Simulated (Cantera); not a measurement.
Input: 1 mol SiO₂, 0.43 mol MgCl₂, 2 mol O₂, equilibrated at 2.30 bar.

These are equilibrium values from Cantera (NASA tables, ideal gas, pure condensed phases), not measurements of a reactor. Candidate condensed phases: Mg, MgCl₂, MgO, MgSiO₃, Mg₂SiO₄, Si, SiO₂; 20 gas species. Mutual solubility and eutectic melting of coexisting phases are not modelled. The tables hold silica as quartz up to 1696 K and as liquid above; real silica turns to tridymite and cristobalite and melts near 1996 K. Condensed phases not in the tables: alloys, solid solutions and most ternary compounds. The numbers say what is thermodynamically allowed, not how fast it happens.

x: gas mole fraction; n: condensed amount in mol.

| T (K) | x O₂ | x Cl₂ | x Cl | x MgCl₂ | n MgSiO₃(s) | n SiO₂(β-quartz) |
|---|---|---|---|---|---|---|
| 1075 | 0.806 | 0.194 | 0.000320 | ? | 0.430 | 0.570 |
| 1125 | 0.806 | 0.194 | 0.000595 | ? | 0.430 | 0.570 |
| 1175 | 0.805 | 0.193 | 0.00105 | ? | 0.430 | 0.570 |
| 1225 | 0.805 | 0.193 | 0.00177 | ? | 0.430 | 0.570 |
| 1275 | 0.805 | 0.192 | 0.00286 | ? | 0.430 | 0.570 |
| 1325 | 0.804 | 0.191 | 0.00445 | ? | 0.430 | 0.570 |
| 1375 | 0.803 | 0.190 | 0.00671 | ? | 0.429 | 0.571 |
| 1425 | 0.802 | 0.187 | 0.00981 | ? | 0.429 | 0.571 |
| 1475 | 0.800 | 0.184 | 0.0139 | ? | 0.427 | 0.573 |
| 1525 | 0.798 | 0.180 | 0.0193 | ? | 0.425 | 0.575 |
| 1575 | 0.795 | 0.174 | 0.0260 | ? | 0.421 | 0.579 |

Question: Complete the blanks.

Answer: 
- 1075, x MgCl₂: 9.19e-7
- 1125, x MgCl₂: 3.06e-6
- 1175, x MgCl₂: 9.20e-6
- 1225, x MgCl₂: 2.52e-5
- 1275, x MgCl₂: 6.34e-5
- 1325, x MgCl₂: 0.000148
- 1375, x MgCl₂: 0.000322
- 1425, x MgCl₂: 0.000662
- 1475, x MgCl₂: 0.00129
- 1525, x MgCl₂: 0.00238
- 1575, x MgCl₂: 0.00417
